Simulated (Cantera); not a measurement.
An adiabatic, constant-volume homogeneous reactor starts with 10.0 % CH₄, 2.41 % C₂H₆, 0.521 % C₃H₈, 18.3 % O₂, 68.8 % N₂, at 1550 K and 19.7 atm.

Detailed kinetics in Cantera: GRI-Mech 3.0 (53 species, 325 reactions). The pressure lies above the range GRI-Mech 3.0 was tuned for (to about 10 atm). Above 3000 K some thermodynamic fits are extrapolated.

Task: Predict: time of steepest temperature rise; temperature at 2.00 s; equilibrium temperature; x(CH₂O) at 2.00 s; x(O) at 2.00 s.

Result: 
```
Quantity                                                               Value
---------------------------------  -----------------------------------------
time of steepest temperature rise                                    11.4 µs
temperature at 2.00 s                                                 3091 K
equilibrium temperature                                               3091 K
x(CH₂O) at 2.00 s                    2.29e-7 (gas-phase equilibrium 2.29e-7)
x(O) at 2.00 s                     0.000288 (gas-phase equilibrium 0.000288)
```
